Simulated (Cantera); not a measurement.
**C2F6 + HCl + H2 (fluorocarbon and chlorocarbon gases)**

A closed system holds: 1 mol C2F6, 0.012 mol HCl, 5.2 mol H2, held at 0.100 bar.

Method: chemical equilibrium by Gibbs-energy minimisation in Cantera with the NASA 1993 tables (ideal gas, pure condensed phases). Candidate condensed phases: C, C6H6, C7H8, C8H18; 118 gas species. The feed counts by its element totals alone. Rates play no part.

| T (K) | log p HF | log p H2 | log p H | log p C2H2 (acetylene) | log p HCl | n C(graphite) |
|---|---|---|---|---|---|---|
| 2025 | -1.14 | -1.58 | -3.50 | -4.62 | -3.84 | 2.00 |
| 2075 | -1.14 | -1.58 | -3.36 | -4.48 | -3.84 | 1.99 |
| 2125 | -1.14 | -1.58 | -3.23 | -4.35 | -3.84 | 1.99 |
| 2175 | -1.14 | -1.58 | -3.10 | -4.23 | -3.85 | 1.99 |
| 2225 | -1.14 | -1.58 | -2.98 | -4.12 | -3.85 | 1.99 |
| 2275 | -1.14 | -1.59 | -2.87 | -4.01 | -3.85 | 1.98 |
| 2325 | -1.14 | -1.59 | -2.75 | -3.90 | -3.86 | 1.98 |
| 2375 | -1.14 | -1.60 | -2.65 | -3.81 | -3.87 | 1.97 |
| 2425 | -1.14 | -1.61 | -2.55 | -3.71 | -3.88 | 1.97 |
log p: log10 of the partial pressure in bar; n: condensed amount in mol.

From 2025 K to 2425 K the condensed part is C(graphite). The main C-bearing gas is C2H2 (acetylene) throughout. The share of C in condensed phases is highest at 2025 K (99.8 %) and lowest at 2425 K (98.4 %).
